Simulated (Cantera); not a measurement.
A closed system holds: 1 mol CH3SiH3, 0.046 mol C2H2, 66 mol H2, at 2525 K and 0.580 bar.

Cantera equilibrium calculation (NASA polynomials, part measured and part estimated; ideal gas, pure solids and liquids). The feed counts by its element totals alone. Gases not in the tables: Si2H6 and higher silanes. The numbers say what is thermodynamically allowed, not how fast it happens.

```
species             before    after
----------------  --------  -------
H2                   0.953    0.999
CH4                4.30e-5  0.00133
H                   0.0359  6.13e-7
Si                 0.00442    <1e-9
SiH               0.000837    <1e-9
Si2C              0.000675    <1e-9
SiH2              0.000479    <1e-9
SiC2              0.000394    <1e-9
C2H2 (acetylene)   0.00366  1.04e-8
Si2                5.50e-5    <1e-9
SiC(s), mol          0.462     1.00
```
Gas species are given as mole fractions.

Problem. What was changed between the two runs?
(A) temperature from 2525 K to 1723 K
(B) temperature from 2525 K to 1248 K
(C) temperature from 2525 K to 2148.15 K
(D) pressure from 0.580 bar to 1.00 bar

Solution. B, temperature from 2525 K to 1248 K
